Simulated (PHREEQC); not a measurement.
Dissolve 0.24 mol/kgw CdSO4 and 0.0048 mol/kgw H2SO4 at 25 °C. It is in equilibrium with CO2 at log p = -3.4 (atm). Otherwise closed; pH follows from the charge balance.

Equilibrium calculation in PHREEQC: ion-association model, phreeqc.dat.

Each row changes one thing in this solution. No solid was allowed to form.

```
case                                   pH  ionic strength (mol/kgw)  SO4-2 (mol/kgw)  HSO4- (mol/kgw)  HCO3- (mol/kgw)
-----------------------------------  ----  ------------------------  ---------------  ---------------  ---------------
as made                              2.48                     0.410           0.0543          0.00531          2.58e-9
H2SO4 from 0.0048 to 0.0096 mol/kgw  2.18                     0.415           0.0544           0.0106          1.29e-9
CdSO4 left out                       2.14                    0.0111          0.00317       (withheld)         9.22e-10
temperature from 25 to 10 °C         2.41                     0.416           0.0539          0.00461          2.68e-9
H2SO4 from 0.0048 to 0.0024 mol/kgw  2.78                     0.407           0.0543          0.00266          5.16e-9
H2SO4 left out                       5.53                     0.405           0.0542          4.72e-6          2.91e-6
CdSO4 from 0.24 to 0.12 mol/kgw      2.43                     0.224           0.0366          0.00495       (withheld)
diluted 100-fold with water          4.11                   0.00767       (withheld)          1.11e-5          8.41e-8
```

### Question
Fill in the missing entries.

### Answer

- CdSO4 left out, HSO4- (mol/kgw): 0.00163
- CdSO4 from 0.24 to 0.12 mol/kgw, HCO3- (mol/kgw): 2.21e-9
- diluted 100-fold with water, SO4-2 (mol/kgw): 0.00191

Some of these states are supersaturated (in Otavite, for instance). Constants without temperature data keep their 25 °C values here.
